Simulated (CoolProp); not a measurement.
Vapour-liquid equilibrium of cyclohexane (1) + n-dodecane (2) at 0.0104 MPa; x and y are mole fractions of (1).

Computed with CoolProp (multi-fluid Helmholtz-energy mixture model, Zhou 2014 and Lemmon 2004; pair parameters Bell 2016).

| x | bubble temperature, mixture model (K) | bubble temperature, Raoult's law (K) | y, mixture model | y, Raoult's law |
|---|---|---|---|---|
| 0.05 | ___ | 372.3 | ___ | 0.822 |
| 0.2 | ___ | 332.7 | ___ | 0.983 |
| 0.35 | ___ | 317.8 | ___ | 0.995 |
| 0.5 | 309.8 | 308.9 | 0.998 | 0.998 |
| 0.65 | ___ | 302.8 | 0.999 | 0.999 |
| 0.8 | 298.2 | 298.1 | 1.000 | 1.000 |
| 0.95 | 294.4 | 294.4 | 1.000 | 1.000 |

Fill in the missing entries.


- 0.05, bubble temperature, mixture model (K): 378.4
- 0.05, y, mixture model: 0.761
- 0.2, bubble temperature, mixture model (K): 336.1
- 0.2, y, mixture model: 0.979
- 0.35, bubble temperature, mixture model (K): 319.5
- 0.35, y, mixture model: 0.994
- 0.65, bubble temperature, mixture model (K): 303.1

The largest gap from Raoult's law is +6.1 K in bubble temperature, at x = 0.05. No azeotrope shows between x = 0.05 and 0.95.

Pair parameters are fitted to limited data, so mixtures are less certain than the pure fluids.
